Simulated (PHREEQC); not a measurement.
Consider water at 48 °C with 0.14 mol/kgw Zn(NO3)2. Closed to the air; pH follows from the charge balance.

Equilibrium calculation in PHREEQC: ion-association model, wateq4f.dat.

This is a speciation only: nothing precipitates in the calculation.

### Question
Estimate the pH, activity of water.

### Answer
pH 4.84; activity of water 0.993.

At this temperature some constants are extrapolated from 25 °C, and those without enthalpy data are left unchanged.
